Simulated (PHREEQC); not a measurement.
Dissolve 0.0014 mol/kgw Ag2SO4, 0.18 mol/kgw HF, 0.11 mol/kgw Cu(NO3)2 and 0.029 mol/kgw KNO3 at 50 °C. Closed to the air; pH follows from the charge balance.

The numbers come from PHREEQC with the ion-association model, wateq4f.dat.

This is a speciation only: nothing precipitates in the calculation.

Order these S species by the share of S that they hold, largest first: AgSO4-, KSO4-, CuSO4, HSO4-, SO4-2.

CuSO4 (43 %), SO4-2 (33 %), HSO4- (22 %), KSO4- (2.0 %), AgSO4- (0.45 %)

Order these F species by the share of F that they hold, largest first: H2F2, CuF+, F-, HF, HF2-.

HF (70 %), H2F2 (19 %), HF2- (4.8 %), F- (4.1 %), CuF+ (2.3 %)

The pH is 1.93 and the ionic strength 0.368 mol/kgw. Complexes and solids missing from the database can't appear. wateq4f.dat counts part of the HF as a dimer, H2F2, which phreeqc.dat doesn't know; its constant is uncertain. Constants without temperature data keep their 25 °C values here.
